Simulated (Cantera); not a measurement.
Input (Python, Cantera) and output of one run.

```python
import numpy as np
import cantera as ct

gas_names = """
    H HO2 H2 H2O H2O2 Li LiH LiO LiOH Li2 Li2O Li2O2 Li2O2H2 O OH O2 O3
""".split()
cond_names = """
    H2O(s) H2O(L) Li(cr) Li(L) LiH(s) LiH(L) LiOH(s) LiOH(L) Li2O(s) Li2O(L)
""".split()


def load(file, names, dense=False):
    # The tables refer to 1 bar. Condensed volumes are neglected.
    table = {s.name: s for s in ct.Species.list_from_file(file)}
    out = []
    for n in names:
        d = dict(table[n].input_data)
        d["thermo"] = dict(d["thermo"], **{"reference-pressure": 1e5})
        if dense:
            d["equation-of-state"] = {"model": "constant-volume", "density": "1e6 g/cm^3"}
        out.append(ct.Species.from_dict(d))
    return out


gas = ct.Solution(thermo="ideal-gas", species=load("nasa_gas.yaml", gas_names))
cond = {s.name: ct.Solution(thermo="fixed-stoichiometry", species=[s], name=s.name)
        for s in load("nasa_condensed.yaml", cond_names, dense=True)}
atoms = {
    'LiOH': {'Li': 1, 'O': 1, 'H': 1},
    'H2': {'H': 2},
}
top_T = {}  # K; cautious upper limits of use, not melting points


def equilibrate(T, P, feed):
    n = {}
    for name, mol in feed.items():
        for a, k in atoms[name].items():
            n[a] = n.get(a, 0.0) + k * mol
    gas.TPX = T, P, n
    mass = sum(n.values()) * gas.mean_molecular_weight
    gas.equilibrate("TP")
    valid = [c for c in cond.values() if c.min_temp <= T <= top_T.get(c.name, c.max_temp)]
    mix = ct.Mixture([(gas, mass / gas.mean_molecular_weight)] + [(c, 0.0) for c in valid])
    mix.T, mix.P = T, P
    mix.equilibrate("TP", solver="vcs", rtol=1e-11, max_steps=5000)
    return mix


results = []
feed = {'LiOH': 1, 'H2': 0.2}  # mol
T = 1950  # K
P = 160  # Pa
mix = equilibrate(T, P, feed)
results.append((T, P, feed, dict(zip(mix.species_names, mix.species_moles))))
print(gas.report(threshold=1e-05))
for i in range(1, mix.n_phases):
    print(f"{mix.phase(i).name:16s} {mix.phase_moles(i):12.5e} mol")
```

Result:

```
       temperature   1950 K
          pressure   160 Pa
           density   0.00017848 kg/m^3
  mean mol. weight   18.086 kg/kmol
   phase of matter   gas

                          1 kg             1 kmol
                     ---------------   ---------------
          enthalpy       -3.7271e+06       -6.7408e+07  J
   internal energy       -4.6236e+06       -8.3621e+07  J
           entropy             18251        3.3008e+05  J/K
    Gibbs function       -3.9316e+07       -7.1106e+08  J
 heat capacity c_p            2641.5             47774  J/K
 heat capacity c_v            2181.8             39459  J/K

                      mass frac. Y      mole frac. X     chem. pot. / RT
                     ---------------   ---------------   ---------------
                 H        0.00033824         0.0060687           -14.471
                H2         0.0049987          0.044843           -28.942
               H2O            0.2092           0.21002           -50.274
                Li          0.079361           0.20681           -17.457
               LiH        3.3019e-05        7.5134e-05           -31.928
               LiO        0.00054084        0.00042641           -38.788
              LiOH           0.69034           0.52137           -53.259
              Li2O          0.011589         0.0070145           -56.245
                 O        0.00022889        0.00025874           -21.331
                OH         0.0024271         0.0025811           -35.803
                O2        0.00093009         0.0005257           -42.663
     [   +6 minor]        2.0142e-05        8.6935e-06

Li(L)             0.00000e+00 mol
LiH(L)            0.00000e+00 mol
LiOH(L)           0.00000e+00 mol
Li2O(L)           0.00000e+00 mol
```

These are equilibrium values from Cantera (NASA tables, ideal gas, pure condensed phases), not measurements of a reactor.
